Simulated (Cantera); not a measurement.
Input: 1 mol Al, 2.8 mol N2O, 49 mol N2, 28 mol O2, equilibrated at 1323 K and 1.80 mbar.

These are equilibrium values from Cantera (NASA tables, ideal gas, pure condensed phases), not measurements of a reactor. Candidate condensed phases: Al, AlN, Al2O3; 16 gas species. Equilibrium is a limit: real reactors are often held back by kinetics, nucleation or transport.

**Question.** What is the equilibrium state?

**Answer.** 
```json
{
  "x(N2)": "0.644",
  "x(O2)": "0.356",
  "x(NO)": "0.000540",
  "x(O)": "3.74e-6",
  "n(Al2O3(s))": "0.500 mol",
  "gas_amount": "80.45 mol",
  "log10 activity of Al(l) (absent)": "-22.37"
}
```
